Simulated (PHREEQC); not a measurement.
Make-up at 25 °C: 0.0034 mol H2SO4, 0.0016 mol LiCl and 6.4e-05 mol Fe2(SO4)3 per kg of water. Closed to the air; pH follows from the charge balance.

Computed with PHREEQC (ion-association model, wateq4f.dat).

Precipitation was switched off in this run.

### Question
Order these S species by the share of S that they hold, largest first: Fe(SO4)2-, SO4-2, HSO4-, FeSO4+, LiSO4-.

### Answer
SO4-2 (70 %), HSO4- (27 %), FeSO4+ (2.8 %), LiSO4- (0.32 %), Fe(SO4)2- (0.21 %)

### Question
Order these Fe species by the share of Fe that they hold, largest first: FeHSO4+2, FeOH+2, FeSO4+, Fe+3, Fe(SO4)2-.

### Answer
FeSO4+ (79 %), Fe+3 (8.9 %), FeOH+2 (7.1 %), Fe(SO4)2- (2.9 %), FeHSO4+2 (1.5 %)

The pH is 2.27 and the ionic strength 0.0101 mol/kgw. The solution is supersaturated, for example in Hematite (slow to form), Goethite (slow to form), so a real one may precipitate; this is no full list.
